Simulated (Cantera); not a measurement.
Reactions in the system Cr-H-O

Source: NASA polynomial tables (part measured, part estimated), evaluated in Cantera. Values are per mole of reaction as written; species without (g) are pure solids or liquids, kept so even where they would boil at 1 bar.

3 H₂(g) + CrO₃(g) → Cr + 3 H₂O(g)

| T (K) | ΔH° (kJ) | ΔS° (J/K) | ΔG° (kJ) | log10 K | condensed phases |
|---|---|---|---|---|---|
| 725 | -442.5 | -88.5 | -378.3 | 27.25 | Cr(s) |
| 925 | -446.3 | -93.2 | -360.1 | 20.33 | Cr(s) |
| 1125 | -448.8 | -95.7 | -341.1 | 15.84 | Cr(s) |
| 1325 | -449.9 | -96.6 | -321.9 | 12.69 | Cr(s) |
| 1525 | -449.4 | -96.3 | -302.6 | 10.36 | Cr(s) |
| 1725 | -447.5 | -95.1 | -283.4 | 8.58 | Cr(s) |
| 1925 | -444.2 | -93.3 | -264.6 | 7.18 | Cr(s) |
| 2125 | -439.5 | -91.0 | -246.1 | 6.05 | Cr(s) |
| 2325 | -416.6 | -80.3 | -229.9 | 5.17 | Cr(l) |
| 2525 | -413.9 | -79.2 | -214.0 | 4.43 | Cr(l) |
| 2725 | -411.0 | -78.1 | -198.2 | 3.80 | Cr(l) |
